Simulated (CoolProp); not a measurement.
Cyclohexane at 298.15 K and 0.966 MPa is throttled through a valve to 0.136 MPa with no heat exchange. Each further row changes one setting.

The numbers come from the reference Helmholtz-energy equation of state, Zhou 2014 in CoolProp.

```
case                        temperature change (K)
--------------------------  ----------------------
as stated                                     +0.4
outlet pressure 0.0408 MPa                    +0.4
outlet pressure 0.177 MPa                     +0.3
```
